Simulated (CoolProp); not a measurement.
Vapour-liquid equilibrium of CH2F2 (R32) (1) + R134a (2) at 925 kPa; x and y are mole fractions of (1).

Model: multi-fluid Helmholtz-energy mixture model, Tillner-Roth 1997 and Tillner-Roth 1994; pair parameters Lemmon 2004, in CoolProp.

| x | bubble temperature (K) | y at the bubble point | dew temperature at overall composition x (K) | liquid density (mol/L) |
|---|---|---|---|---|
| 0.05 | 307.3 | 0.098 | 308.5 | 11.68 |
| 0.15 | 302.8 | 0.269 | ___ | 12.30 |
| 0.25 | 298.8 | 0.413 | ___ | 12.95 |
| 0.35 | 295.1 | 0.533 | 300.6 | 13.64 |
| 0.45 | 291.8 | 0.636 | 297.7 | 14.39 |
| 0.55 | 288.7 | 0.724 | 294.6 | 15.20 |
| 0.65 | 285.9 | ___ | 291.3 | 16.08 |
| 0.75 | 283.2 | 0.867 | 287.8 | 17.05 |
| 0.85 | 280.7 | 0.925 | 283.9 | 18.13 |
| 0.95 | 278.4 | 0.977 | 279.6 | 19.35 |

### Question
Complete the blanks.

### Answer

- 0.15, dew temperature at overall composition x (K): 306.0
- 0.25, dew temperature at overall composition x (K): 303.3
- 0.65, y at the bubble point: 0.800

No azeotrope shows between x = 0.05 and 0.95.

The pair parameters rest on a limited set of measurements; away from them the model extrapolates.
